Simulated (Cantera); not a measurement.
A Cantera script and its output.

```python
import numpy as np
import cantera as ct

gas = ct.Solution("gri30.yaml", transport_model="mixture-averaged")
show = ['CH4', 'CO2', 'CH3']

rows = []
print(f"{'T/K':>7s}{'rho':>11s}{'cp':>10s}{'mu':>11s}{'lambda':>11s}{'Pr':>7s}" + "".join(f"{'D_' + s:>11s}" for s in show))
for T in [400, 650, 900, 1150, 1400, 1650]:
    gas.TPX = T, 220000, {'NH3': 0.72, 'CO2': 0.12}
    Pr = gas.cp_mass * gas.viscosity / gas.thermal_conductivity
    D = [gas.mix_diff_coeffs_mole[gas.species_index(s)] for s in show]
    rows.append([gas.density, gas.cp_mass, gas.viscosity, gas.thermal_conductivity, Pr, *D])
    print(f"{T:7g}{gas.density:11.4e}{gas.cp_mass:10.1f}{gas.viscosity:11.4e}"
          f"{gas.thermal_conductivity:11.4e}{Pr:7.3f}" + "".join(f"{d:11.4e}" for d in D))
print("SI units: kg/m3, J/kg/K, Pa s, W/m/K, m2/s")
```

Output:

```
    T/K        rho        cp         mu     lambda     Pr      D_CH4      D_CO2      D_CH3
    400 1.3815e+00    1868.6 1.5260e-05 4.0803e-02  0.699 1.7036e-05 1.2920e-05 1.7218e-05
    650 8.5018e-01    2257.9 2.4358e-05 7.8434e-02  0.701 4.1780e-05 3.2798e-05 4.2054e-05
    900 6.1402e-01    2572.8 3.2593e-05 1.1976e-01  0.700 7.4407e-05 5.9553e-05 7.4734e-05
   1150 4.8054e-01    2841.2 4.0028e-05 1.6160e-01  0.704 1.1380e-04 9.2127e-05 1.1416e-04
   1400 3.9473e-01    3052.6 4.6810e-05 2.0252e-01  0.706 1.5926e-04 1.2986e-04 1.5965e-04
   1650 3.3492e-01    3222.6 5.3066e-05 2.4185e-01  0.707 2.1034e-04 1.7233e-04 2.1075e-04
SI units: kg/m3, J/kg/K, Pa s, W/m/K, m2/s
```

Cantera simulation using GRI-Mech 3.0 (53 species, 325 reactions); the numbers are that mechanism's predictions, not measurements. Polar gases are described roughly by these parameters. The composition is frozen, though it would react at the higher temperatures.
